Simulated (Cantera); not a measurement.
Mixture: CH3OH : O2 : N2 = 0.78 : 1.5 : 5.64 (molar parts), equivalence ratio 0.78, at 3.80 bar, adiabatic and at constant pressure. Ignition delay is the time to a rise of 400 K.

Computed with Cantera and GRI-Mech 3.0 (53 species, 325 reactions). GRI-Mech 3.0 was tuned for natural gas; its chemistry of methanol as a main component is partial and can be far from experiment.

Predict: delay at 1250 K; delay at 1400 K; delay at 1550 K; delay at 1700 K; apparent activation energy between 1625 and 1775 K.


```
Quantity                                                 Value
--------------------------------------------------  ----------
delay at 1250 K                                        1.48 ms
delay at 1400 K                                       0.207 ms
delay at 1550 K                                        47.8 µs
delay at 1700 K                                        15.6 µs
apparent activation energy between 1625 and 1775 K  160 kJ/mol
```
